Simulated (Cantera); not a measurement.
## Premixed flame

A freely propagating, adiabatic, planar premixed flame of 58.3 % H2, 10.4 % O2, 31.3 % N2, unburnt at 600 K and 100.0 Torr; multicomponent transport, grid criteria slope 0.08 and curve 0.16, no radiation.

Computed with Cantera and the H2/O2 subset of GRI-Mech 3.0, which has no nitrogen chemistry. Burning velocities carry a grid error of a few per cent, more on coarse grids.

| z (mm) | T (K) | u (m/s) | x H2 | x O2 | x HO2 | x OH | x H2O2 | x H2O |
|---|---|---|---|---|---|---|---|---|
| -19.2 | 600 | 6.89 | 0.583 | 0.104 | <1e-8 | <1e-8 | <1e-8 | <1e-8 |
| -12.8 | 600 | 6.89 | 0.583 | 0.104 | <1e-8 | <1e-8 | <1e-8 | <1e-8 |
| -9.62 | 600 | 6.89 | 0.583 | 0.104 | <1e-8 | <1e-8 | <1e-8 | <1e-8 |
| -6.41 | 600 | 6.89 | 0.583 | 0.104 | 1.16e-6 | <1e-8 | <1e-8 | 1.35e-7 |
| -3.21 | 615 | 7.06 | 0.581 | 0.104 | 3.84e-5 | 2.39e-5 | 3.67e-7 | 0.000949 |
| -1.60 | 745 | 8.50 | 0.560 | 0.0989 | 2.47e-5 | 0.000166 | 2.06e-7 | 0.0129 |
| 0 | 1090 | 12.1 | 0.423 | 0.0522 | 9.27e-6 | 0.00125 | 1.13e-7 | 0.112 |
| 1.60 | 1306 | 14.4 | 0.330 | 0.00373 | 6.49e-7 | 0.00140 | 4.14e-8 | 0.209 |
| 3.21 | 1386 | 15.2 | 0.330 | 0.000321 | 5.18e-8 | 0.00153 | 3.59e-8 | 0.216 |
| 6.41 | 1480 | 16.1 | 0.339 | 0.000161 | 2.42e-8 | 0.00189 | 3.83e-8 | 0.218 |
| 12.8 | 1591 | 17.2 | 0.351 | 0.000143 | 2.01e-8 | 0.00224 | 3.47e-8 | 0.219 |
| 25.6 | 1710 | 18.3 | 0.364 | 0.000113 | 1.56e-8 | 0.00246 | 2.49e-8 | 0.221 |
| 51.3 | 1826 | 19.3 | 0.376 | 7.75e-5 | 1.13e-8 | 0.00245 | 1.47e-8 | 0.224 |
x: mole fraction of selected species; z is measured from the peak of heat release.

```yaml
laminar_burning_velocity: 689 cm/s
thermal_thickness: 6.41 mm
peak x(HO2): 3.88e-5
peak x(OH): 0.00249
peak x(H2O2): 4.14e-7
grid_points: 140
```
